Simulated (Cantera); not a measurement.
What does this Cantera script print?

```python
import numpy as np
import cantera as ct

gas = ct.Solution("gri30.yaml")
gas.TPX = 1100, 13332, {'CO': 0.0012, 'O2': 0.02, 'H2O': 0.021, 'N2': 1}
reactor = ct.IdealGasConstPressureReactor(gas, energy="off", clone=False)
net = ct.ReactorNet([reactor])
net.rtol, net.atol = 1e-08, 1e-18
show = ['CO', 'O2', 'H2O', 'NO', 'H2']
times = np.geomspace(2e-06, 1, 9)

steps = ct.SolutionArray(gas, extra=["t"])
rows = []
print(f"{'t/s':>10s}{'T/K':>9s}{'P/Pa':>11s}" + "".join(f"{s:>11s}" for s in show))
for t in times:
    while net.time < t:
        t_next = net.step()
        steps.append(gas.state, t=t_next)
    rows.append([np.interp(t, steps.t, y) for y in (steps.T, steps.P, *steps(*show).X.T)])
    print(f"{t:10.3e}{rows[-1][0]:9.1f}{rows[-1][1]:11.4g}" + "".join(f"{x:11.3e}" for x in rows[-1][2:]))
rate = np.gradient(steps.T, steps.t)
print("integrator steps:", len(steps.t))
if steps.T.max() > steps.T[0] + 200:
    print(f"time of steepest temperature rise: {steps.t[rate.argmax()]:.4e} s")
gas.TPX = 1100, 13332, {'CO': 0.0012, 'O2': 0.02, 'H2O': 0.021, 'N2': 1}
gas.equilibrate("TP")
print(f"equilibrium (TP): T = {gas.T:.1f} K  " + "  ".join(f"{s} {gas[s].X[0]:.3e}" for s in show))
```

Result:

```
       t/s      T/K       P/Pa         CO         O2        H2O         NO         H2
 2.000e-06   1100.0  1.333e+04  1.151e-03  1.919e-02  2.015e-02  8.050e-27  2.830e-22
 1.031e-05   1100.0  1.333e+04  1.151e-03  1.919e-02  2.015e-02  2.349e-25  4.153e-20
 5.318e-05   1100.0  1.333e+04  1.151e-03  1.919e-02  2.015e-02  6.538e-24  3.930e-18
 2.742e-04   1100.0  1.333e+04  1.151e-03  1.919e-02  2.015e-02  2.280e-22  6.177e-16
 1.414e-03   1100.0  1.333e+04  1.151e-03  1.919e-02  2.015e-02  6.651e-21  1.073e-13
 7.293e-03   1100.0  1.333e+04  1.151e-03  1.919e-02  2.015e-02  2.017e-19  1.659e-11
 3.761e-02   1100.0  1.333e+04  1.150e-03  1.919e-02  2.015e-02  2.334e-15  8.569e-08
 1.939e-01   1100.0  1.333e+04  7.731e-05  1.865e-02  2.013e-02  2.830e-09  1.060e-05
 1.000e+00   1100.0  1.333e+04  1.944e-06  1.862e-02  2.016e-02  3.013e-09  3.289e-07
integrator steps: 842
equilibrium (TP): T = 1100.0 K  CO 3.109e-11  O2 1.861e-02  H2O 2.016e-02  NO 2.809e-05  H2 5.369e-10
```

Model: GRI-Mech 3.0 (53 species, 325 reactions), integrated in Cantera.
